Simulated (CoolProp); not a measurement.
Values from CoolProp's reference Helmholtz-energy equation of state, Pan 2012.

### Question
For R236FA, give the phase and the cp (kJ/(kg K)), speed of sound (m/s), expansivity (1/kK), viscosity (µPa s) at 400 K and 0.532 MPa; 400 K and 1.06 MPa; 400 K and 6.38 MPa.

### Answer
- 400 K and 0.532 MPa: gas; cp 1.02, speed of sound 144, expansivity 3.12, viscosity 14.9
- 400 K and 1.06 MPa: gas; cp 1.07, speed of sound 136, expansivity 4.01, viscosity 15.2
- 400 K and 6.38 MPa: supercritical; cp 1.57, speed of sound 222, expansivity 6.54, viscosity 94.7

Viscosity comes from a separate model (Huber 2003), an estimate that may be off by 10 % or more.
